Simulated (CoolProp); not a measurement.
Saturation properties of normal hydrogen (Tc = -240.0 °C, pc = 12.96 bar, ω = -0.219).

Model: reference Helmholtz-energy equation of state, Leachman 2009, in CoolProp.

```
T (°C)   p (bar)  liquid cp (kJ/(kg K))  vapour Z  liquid viscosity (µPa s)  vapour viscosity (µPa s)  liquid conductivity (mW/(m K))
-------  -------  ---------------------  --------  ------------------------  ------------------------  ------------------------------
-247.05    4.019                  14.62    0.7676                      8.72                      1.35                             101
-246.55    4.430                  15.34    0.7521                      8.41                      1.39                             101
-246.05    4.869                  16.16    0.7359                      8.10                      1.43                             100
-245.65    5.242                  16.90    0.7223                      7.85                      1.46                            99.5
-245.15    5.736                  17.98    0.7046                      7.56                      1.50                            98.7
-244.65    6.262                  19.25    0.6859                      7.26                      1.55                            97.9
-244.25    6.706                  20.47    0.6702                      7.03                      1.59                            97.1
-243.75    7.292                  22.33    0.6494                      6.73                      1.64                            96.0
-243.25    7.914                  24.72    0.6270                      6.44                      1.70                            94.9
-242.85    8.439                  27.21    0.6079                      6.20                      1.75                            93.9
-242.35    9.129                  31.49    0.5817                      5.88                      1.83                            92.6
-241.85    9.860                  38.08    0.5525                      5.56                      1.92                            91.2
-241.45    10.48                  46.71    0.5259                      5.27                      2.00                            90.2
-240.95    11.29                  68.28    0.4863                      4.87                      2.14                            89.7
```

It boils at -252.8 °C under 1 atm.

Viscosity comes from a separate model (Muzny 2013). Thermal conductivity comes from a separate model (Assael 2011).
